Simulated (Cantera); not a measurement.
A Cantera script and what it prints.

```python
import numpy as np
import cantera as ct

gas_names = [...]  # 110 gases of nasa_gas.yaml made of C, H, O
cond_names = """
    C(gr) C6H6(L) C7H8(L) C8H18(L),n-octa H2O(s) H2O(L)
""".split()


# ... load() reads the species with a 1 bar reference pressure and builds the phases ...
atoms = {
    'n-butane': {'C': 4, 'H': 10},
    'CO2': {'C': 1, 'O': 2},
    'H2': {'H': 2},
}
top_T = {'C(gr)': 4500}  # K; cautious upper limits of use, not melting points


# ... equilibrate(T, P, feed) seeds the gas with the atoms and calls Mixture.equilibrate('TP', solver="vcs", rtol=1e-11, max_steps=5000) ...
results = []
feed = {'n-butane': 1, 'CO2': 2.5, 'H2': 0.84}  # mol
T = 950  # K
for P in [10, 72, 520, 3700, 27000, 190000, 1400000, 10000000]:
    mix = equilibrate(T, P, feed)
    results.append((T, P, feed, dict(zip(mix.species_names, mix.species_moles))))

top = {s: max(r[3][s] / sum(r[3][g] for g in gas_names) for r in results) for s in gas_names}
cols = sorted((s for s in top if top[s] > 0.001), key=lambda s: -top[s])[:6]
seen = [c for c in cond_names if any(r[3].get(c, 0) > 1e-12 for r in results)]
print("log10 of partial pressures in bar; condensed amounts in mol")
print(f"{'P/Pa':>10s}" + "".join(f"{s[:9]:>10s}" for s in cols + seen))
for T, P, feed, n in results:
    ng = sum(n[g] for g in gas_names)
    print(f"{P:10.4g}" + "".join(f"{np.log10(max(n[s] / ng * P / 1e5, 1e-99)):10.3f}" for s in cols)
          + "".join(f"{n.get(c, 0):10.4g}" for c in seen))
```

It prints:

```
log10 of partial pressures in bar; condensed amounts in mol
      P/Pa        H2        CO       H2O       CH4       CO2     C(gr)
        10    -4.269    -4.336    -8.634    -9.313    -8.449     1.501
        72    -3.411    -3.479    -6.920    -7.598    -6.735     1.504
       520    -2.553    -2.623    -5.205    -5.881    -5.023      1.53
      3700    -1.700    -1.789    -3.519    -4.176    -3.355     1.694
   2.7e+04    -0.845    -1.019    -1.894    -2.466    -1.815     2.387
   1.9e+05    -0.074    -0.414    -0.518    -0.924    -0.605     3.325
   1.4e+06     0.565     0.094     0.629     0.354     0.411     3.647
     1e+07     1.077     0.549     1.597     1.379     1.322      3.65
```

Method: chemical equilibrium by Gibbs-energy minimisation in Cantera with the NASA 1993 tables (ideal gas, pure condensed phases). The ideal-gas law is rough above about 30 bar.
